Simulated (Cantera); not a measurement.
An isothermal plug-flow reactor at 975 K and 4.93 atm (inlet), inlet velocity 1.6 m/s, active area per volume 1000 1/m; feed CH4 : O2 : N2 : H2O = 0.0028 : 0.019 : 1.3 : 0.089 (molar parts).

Cantera simulation using Deutschmann's 1995 Pt surface mechanism with GRI-Mech 3.0 gas chemistry; the numbers are that mechanism's predictions, not measurements. Catalytic surfaces can have several steady states; this one follows from the mechanism file's or the stated starting coverage. Mass transfer to the wall is taken as infinitely fast.

### Question
Predict: x(CH4) at z = 0.054 m; x(O2) at z = 0.054 m; x(H2O) at z = 0.054 m; x(CO2) at z = 0.054 m; x(CO) at z = 0.054 m; θ(free Pt) at the exit; θ(O*) at the exit; θ(OH*) at the exit.

### Answer
```
Item                      Result
----------------------  --------
x(CH4) at z = 0.054 m   0.000193
x(O2) at z = 0.054 m     0.00993
x(H2O) at z = 0.054 m     0.0666
x(CO2) at z = 0.054 m    0.00176
x(CO) at z = 0.054 m     1.10e-7
θ(free Pt) at the exit     0.201
θ(O*) at the exit          0.788
θ(OH*) at the exit        0.0113
```
